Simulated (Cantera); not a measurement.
Input (Python, Cantera):

```python
import numpy as np
import cantera as ct

gas = ct.Solution("h2o2.yaml")
gas.TPX = 1375, 13332, {'H2': 0.39, 'O2': 1, 'N2': 5}
reactor = ct.IdealGasConstPressureReactor(gas, energy="off", clone=False)
net = ct.ReactorNet([reactor])
net.rtol, net.atol = 1e-08, 1e-18
show = ['H2', 'O2', 'H2O2', 'H', 'H2O', 'O']
times = np.geomspace(3e-06, 90, 11)

steps = ct.SolutionArray(gas, extra=["t"])
rows = []
print(f"{'t/s':>10s}{'T/K':>9s}{'P/Pa':>11s}" + "".join(f"{s:>11s}" for s in show))
for t in times:
    while net.time < t:
        t_next = net.step()
        steps.append(gas.state, t=t_next)
    rows.append([np.interp(t, steps.t, y) for y in (steps.T, steps.P, *steps(*show).X.T)])
    print(f"{t:10.3e}{rows[-1][0]:9.1f}{rows[-1][1]:11.4g}" + "".join(f"{x:11.3e}" for x in rows[-1][2:]))
rate = np.gradient(steps.T, steps.t)
print("integrator steps:", len(steps.t))
if steps.T.max() > steps.T[0] + 200:
    print(f"time of steepest temperature rise: {steps.t[rate.argmax()]:.4e} s")
gas.TPX = 1375, 13332, {'H2': 0.39, 'O2': 1, 'N2': 5}
gas.equilibrate("TP")
print(f"equilibrium (TP): T = {gas.T:.1f} K  " + "  ".join(f"{s} {gas[s].X[0]:.3e}" for s in show))
```

Output:

```
       t/s      T/K       P/Pa         H2         O2       H2O2          H        H2O          O
 3.000e-06   1375.0  1.333e+04  6.103e-02  1.565e-01  1.339e-12  4.358e-09  1.080e-10  4.572e-10
 1.678e-05   1375.0  1.333e+04  6.103e-02  1.565e-01  4.064e-11  2.816e-08  1.259e-08  1.068e-08
 9.387e-05   1375.0  1.333e+04  6.102e-02  1.565e-01  1.195e-09  4.326e-06  6.457e-06  2.229e-06
 5.251e-04   1375.0  1.333e+04  3.651e-03  1.224e-01  3.645e-07  1.707e-02  4.707e-02  1.862e-02
 2.937e-03   1375.0  1.333e+04  1.244e-03  1.272e-01  3.286e-07  2.772e-03  5.869e-02  5.338e-03
 1.643e-02   1375.0  1.333e+04  5.756e-05  1.297e-01  7.643e-08  2.590e-05  6.260e-02  2.367e-04
 9.192e-02   1375.0  1.333e+04  2.981e-06  1.299e-01  9.771e-09  3.173e-07  6.289e-02  1.258e-05
 5.142e-01   1375.0  1.333e+04  3.529e-07  1.299e-01  1.631e-09  1.331e-08  6.293e-02  1.516e-06
 2.876e+00   1375.0  1.333e+04  1.484e-07  1.299e-01  7.877e-10  3.669e-09  6.294e-02  6.376e-07
 1.609e+01   1375.0  1.333e+04  1.472e-07  1.299e-01  7.826e-10  3.625e-09  6.294e-02  6.325e-07
 9.000e+01   1375.0  1.333e+04  1.472e-07  1.299e-01  7.826e-10  3.625e-09  6.294e-02  6.325e-07
integrator steps: 1845
equilibrium (TP): T = 1375.0 K  H2 1.472e-07  O2 1.299e-01  H2O2 7.826e-10  H 3.625e-09  H2O 6.294e-02  O 6.325e-07
```

Cantera simulation using the H2/O2 subset of GRI-Mech 3.0, which has no nitrogen chemistry; the numbers are that mechanism's predictions, not measurements. The temperature is held fixed by assumption; the heat of reaction is taken as removed at once.
